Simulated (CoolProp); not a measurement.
Cyclohexane at several states: fugacity coefficient from the reference equation and from simpler models built on Tc = 280.5 °C, pc = 4081 kPa, ω = 0.209; each cubic takes its own stable root.

Computed with CoolProp (reference Helmholtz-energy equation of state, Zhou 2014).

```json
[
 {"T (°C)": "31.15", "p (kPa)": "6330", "phase": "liquid", "reference": "0.003505"},
 {"T (°C)": "50.35", "p (kPa)": "6680", "phase": "liquid", "reference": "0.007121"},
 {"T (°C)": "252.05", "p (kPa)": "879", "phase": "gas", "reference": "0.9145"},
 {"T (°C)": "335.85", "p (kPa)": "6680", "phase": "supercritical", "reference": "0.6193"},
 {"T (°C)": "201.85", "p (kPa)": "19.5", "phase": "gas", "reference": "0.9974"}
]
```

**Question.** How far does each simpler model (van der Waals, Redlich-Kwong, Peng-Robinson) lie from the reference over these 5 states: mean and median of the absolute difference, and the worst?

**Answer.** 
- van der Waals: mean 411.6 %, median 1.4 %, worst +1255.8 % at 31.15 °C and 6330 kPa
- Redlich-Kwong: mean 32.6 %, median 1.2 %, worst +86.9 % at 31.15 °C and 6330 kPa
- Peng-Robinson: mean 2.0 %, median 1.9 %, worst +4.3 % at 31.15 °C and 6330 kPa
